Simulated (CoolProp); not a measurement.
A single-stage vapour-compression cycle with propane: evaporating at 237.15 K (dew point), condensing at 266.15 K (bubble point), superheat 8 K, subcooling 5 K, compressor efficiency 0.7, no pressure losses. Each further row changes one setting.

Values from CoolProp's reference Helmholtz-energy equation of state, Lemmon 2009.

| case | cooling COP | pressure ratio | discharge temperature (K) | refrigerating effect (kJ/kg) | volumetric capacity (kJ/m³) |
|---|---|---|---|---|---|
| as stated | 5.26 | 2.89 | 295.0 | 375 | 1110 |
| evaporating temperature 242.15 K | [?] | 2.36 | [?] | 381 | 1370 |
| condensing temperature 261.15 K | 6.48 | 2.45 | [?] | 387 | 1150 |
| subcooling 10 K | 5.43 | 2.89 | 295.0 | 387 | 1150 |
| superheat 18 K | [?] | 2.89 | [?] | [?] | 1110 |
| compressor efficiency 0.6 | [?] | 2.89 | 301.7 | 375 | 1110 |

**Question.** Complete the blanks.

**Answer.** 
- evaporating temperature 242.15 K, cooling COP: 6.61
- evaporating temperature 242.15 K, discharge temperature (K): 290.7
- condensing temperature 261.15 K, discharge temperature (K): 287.2
- superheat 18 K, cooling COP: 5.24
- superheat 18 K, discharge temperature (K): 305.4
- superheat 18 K, refrigerating effect (kJ/kg): 390
- compressor efficiency 0.6, cooling COP: 4.51
